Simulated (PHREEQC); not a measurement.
Solution (25 °C): 0.27 mol/kgw HCl and 0.2 mol/kgw MgSO4. Closed to the air; pH follows from the charge balance.

Model: ion-association model, wateq4f.dat, run in PHREEQC.

This is a speciation only: nothing precipitates in the calculation.

Q: Order these S species by the share of S that they hold, largest first: HSO4-, SO4-2, MgSO4.

A: HSO4- (56 %), MgSO4 (27 %), SO4-2 (17 %)

The pH is 0.92 and the ionic strength 0.629 mol/kgw.
